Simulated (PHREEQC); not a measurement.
# Polishing slurry liquid

Make-up at 25 °C: 0.098 mol KOH, 0.093 mol KNO3 and 0.00068 mol H3BO3 per kg of water. Closed to the air; pH follows from the charge balance.

Model: ion-association model, wateq4f.dat, run in PHREEQC.

No solid was allowed to form.

### Question
Estimate the pH, activity of water.

### Answer
pH 12.84; activity of water 0.994.

Species that the database lacks are ignored.
